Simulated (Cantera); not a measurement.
Standard-state values (1 bar) from the NASA 1993 polynomials, evaluated with Cantera. Values are per mole of reaction as written; species without (g) are pure solids or liquids, kept so even where they would boil at 1 bar.

BaO + 2 F(g) = O(g) + BaF₂

```tsv
T (K)	ΔH° (kJ)	ΔS° (J/K)	ΔG° (kJ)	log10 K	condensed phases
1323	[?]	[?]	[?]	[?]	BaO(s), BaF₂(s)
1398	-549.4	-112.4	-392.2	14.65	BaO(s), BaF₂(s)
1473	-546.7	-110.6	-383.9	13.61	BaO(s), BaF₂(s)
1548	-542.1	-107.5	-375.8	12.68	BaO(s), BaF₂(s)
1623	-540.3	-106.3	-367.7	11.83	BaO(s), BaF₂(s)
1698	-515.5	-91.2	-360.6	11.09	BaO(s), BaF₂(l)
1773	-514.3	-90.5	-353.8	10.42	BaO(s), BaF₂(l)
1848	-513.1	-89.9	-347.0	9.81	BaO(s), BaF₂(l)
1923	[?]	[?]	[?]	[?]	BaO(s), BaF₂(l)
1998	-510.9	-88.7	-333.6	8.72	BaO(s), BaF₂(l)
```

Task: Fill in the missing entries.

Result: 
- 1323, ΔH° (kJ): -552.9
- 1323, ΔS° (J/K): -115.0
- 1323, ΔG° (kJ): -400.8
- 1323, log10 K: 15.82
- 1923, ΔH° (kJ): -512.0
- 1923, ΔS° (J/K): -89.3
- 1923, ΔG° (kJ): -340.3
- 1923, log10 K: 9.24
